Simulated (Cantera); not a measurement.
Charge: 1 mol BN, 2.8 mol F₂, 0.6 mol N₂, held at 1075 K and 0.360 bar.

Equilibrium computed with Cantera from the NASA thermochemical tables; the gas is ideal and each condensed phase is pure. Candidate condensed phases: B, BN; 13 gas species. Rates play no part.

Base state: N₂ 0.296, BF₃ 0.271, F₂ 0.263, F 0.167, NF₃ 0.00365 (mole fractions); condensed: gas only.

Problem. What changes in the equilibrium state with this change: temperature from 1075 K to 1025 K?

Solution. 
```tsv
species	before	after
N₂	0.296	0.304
F₂	0.263	0.294
BF₃	0.271	0.280
F	0.167	0.113
NF₃	0.00365	0.00885
```
